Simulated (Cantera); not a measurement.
An isothermal, constant-pressure homogeneous reactor starts with NO : N2 = 1 : 2.5 (molar parts), at 1573 K and 1130 Torr. Integrator tolerance rtol = 1e-08.

Cantera simulation using GRI-Mech 3.0 (53 species, 325 reactions); the numbers are that mechanism's predictions, not measurements.

What does this change do: N2 2.5 to 7 parts?


```
quantity                                            before                                     after
----------------  ----------------------------------------  ----------------------------------------
x(NO) at 80.0 s      0.108 (gas-phase equilibrium 0.00148)    0.0729 (gas-phase equilibrium 0.00102)
x(N2O) at 80.0 s   4.32e-6 (gas-phase equilibrium 1.14e-7)   1.99e-6 (gas-phase equilibrium 8.22e-8)
x(O) at 80.0 s     2.57e-6 (gas-phase equilibrium 3.24e-6)   1.40e-6 (gas-phase equilibrium 2.14e-6)
x(NO2) at 80.0 s  0.000373 (gas-phase equilibrium 6.45e-6)  0.000137 (gas-phase equilibrium 2.94e-6)
x(O2) at 80.0 s       0.0884 (gas-phase equilibrium 0.142)     0.0259 (gas-phase equilibrium 0.0620)
x(N2) at 80.0 s        0.803 (gas-phase equilibrium 0.856)       0.901 (gas-phase equilibrium 0.937)
```

What does this change do: pressure from 1130 Torr to 750 Torr?


| quantity | before | after |
|---|---|---|
| x(NO) at 80.0 s | 0.108 (gas-phase equilibrium 0.00148) | 0.137 (gas-phase equilibrium 0.00148) |
| x(N2O) at 80.0 s | 4.32e-6 (gas-phase equilibrium 1.14e-7) | 6.66e-6 (gas-phase equilibrium 9.28e-8) |
| x(O) at 80.0 s | 2.57e-6 (gas-phase equilibrium 3.24e-6) | 2.89e-6 (gas-phase equilibrium 3.96e-6) |
| x(NO2) at 80.0 s | 0.000373 (gas-phase equilibrium 6.45e-6) | 0.000352 (gas-phase equilibrium 5.27e-6) |
| x(O2) at 80.0 s | 0.0884 (gas-phase equilibrium 0.142) | 0.0741 (gas-phase equilibrium 0.142) |
| x(N2) at 80.0 s | 0.803 (gas-phase equilibrium 0.856) | 0.789 (gas-phase equilibrium 0.856) |
